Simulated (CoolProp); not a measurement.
R1233zd(E) along the isotherm 450 K: fugacity coefficient from the reference equation and from simpler models built on Tc = 438.9 K, pc = 3.583 MPa, ω = 0.304; each cubic takes its own stable root.

The numbers come from the reference Helmholtz-energy equation of state, Akasaka 2022 in CoolProp.

| p (MPa) | phase | reference | van der Waals | Redlich-Kwong | Soave-Redlich-Kwong | Peng-Robinson |
|---|---|---|---|---|---|---|
| 0.0283 | gas | 0.9974 | 0.9978 | 0.9975 | 0.9975 | 0.9972 |
| 0.0458 | gas | 0.9958 | 0.9964 | 0.9960 | 0.9960 | 0.9955 |
| 0.0739 | gas | 0.9933 | 0.9942 | 0.9935 | 0.9936 | 0.9928 |
| 0.119 | gas | 0.9892 | 0.9907 | 0.9895 | 0.9896 | 0.9884 |
| 0.193 | gas | 0.9825 | 0.9850 | 0.9830 | 0.9832 | 0.9812 |
| 0.312 | gas | 0.9717 | 0.9757 | 0.9725 | 0.9729 | 0.9698 |
| 0.504 | gas | 0.9545 | 0.9608 | 0.9558 | 0.9564 | 0.9514 |
| 0.814 | gas | 0.9269 | 0.9369 | 0.9290 | 0.9300 | 0.9222 |
| 1.31 | gas | 0.8834 | 0.8986 | 0.8866 | 0.8882 | 0.8764 |
| 2.12 | gas | 0.8136 | 0.8360 | 0.8183 | 0.8210 | 0.8037 |
| 3.43 | gas | 0.7016 | 0.7312 | 0.7079 | 0.7128 | 0.6896 |
| 5.54 | supercritical | 0.5151 | 0.5486 | 0.5258 | 0.5356 | 0.5115 |
| 8.96 | supercritical | 0.3698 | 0.4175 | 0.3869 | 0.3954 | 0.3714 |
